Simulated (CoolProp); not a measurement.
Vapour pressure (MPa) of ethylene: the reference equation beside estimates from Tc = 282.4 K, pc = 5.042 MPa, ω = 0.087.

The numbers come from the reference Helmholtz-energy equation of state, Smukala 2000 in CoolProp.

| T (K) | reference | van der Waals | Redlich-Kwong |
|---|---|---|---|
| 219.5 | 0.9406 | 1.691 | 1.008 |
| 223.1 | 1.060 | 1.825 | 1.135 |
| 226.7 | 1.190 | 1.965 | 1.272 |
| 230.3 | 1.332 | 2.113 | 1.421 |
| 233.9 | 1.485 | 2.267 | 1.581 |
| 237.5 | 1.651 | 2.428 | 1.753 |
| 241.1 | 1.829 | 2.596 | 1.937 |
| 244.7 | ___ | ___ | 2.134 |
| 248.3 | 2.227 | 2.953 | 2.344 |
| 251.9 | 2.448 | 3.142 | 2.568 |
| 255.5 | 2.685 | ___ | 2.805 |
| 259.2 | ___ | ___ | 3.063 |
| 262.8 | 3.215 | 3.760 | 3.329 |
| 266.4 | ___ | 3.979 | 3.610 |
| 270 | 3.812 | 4.205 | 3.906 |

**Question.** Fill in the missing entries.

**Answer.** 
- 244.7, reference: 2.021
- 244.7, van der Waals: 2.771
- 255.5, van der Waals: 3.338
- 259.2, reference: 2.945
- 259.2, van der Waals: 3.548
- 266.4, reference: 3.504

Absolute difference from the reference over all 15 rows, mean and median: van der Waals 40.1 and 37.1 %, Redlich-Kwong 5.3 and 5.6 %.
